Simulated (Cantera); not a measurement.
An isothermal, constant-pressure homogeneous reactor starts with NO : N2 = 6.2 : 4.2 (molar parts), at 2125 K and 100.0 Torr.

Model: GRI-Mech 3.0 (53 species, 325 reactions), integrated in Cantera.

x: mole fraction; the columns are a selection and need not sum to one.

```
t (s)       x NO      x O     x NO2   x N2      x O2     x N2O
--------  ------  -------  --------  -----  --------  --------
7.00e-5    0.596        ?   2.08e-7  0.404   6.76e-8   8.83e-6
0.000283   0.596        ?   2.52e-6  0.404   1.14e-6   3.31e-5
0.00114    0.596        ?   1.88e-5  0.404   2.33e-5   9.99e-5
0.00461    0.594        ?   5.82e-5  0.405  0.000507  0.000158
0.0186     0.587        ?   7.16e-5  0.408   0.00389  0.000152
0.0752     0.558        ?   9.79e-5  0.423    0.0186  0.000132
0.304      0.431        ?  0.000140  0.486    0.0813   7.11e-5
1.23       0.125        ?   6.81e-5  0.639     0.234   5.35e-6
4.95      0.0147  0.00245   8.91e-6  0.694     0.289   2.49e-7
20.0      0.0117  0.00245   7.13e-6  0.695     0.291   2.25e-7
```

Problem. Fill in the missing entries.

Solution. 
- 7.00e-5, x O: 9.07e-6
- 0.000283, x O: 3.74e-5
- 0.00114, x O: 0.000168
- 0.00461, x O: 0.000524
- 0.0186, x O: 0.000641
- 0.0752, x O: 0.000844
- 0.304, x O: 0.00140
- 1.23, x O: 0.00222
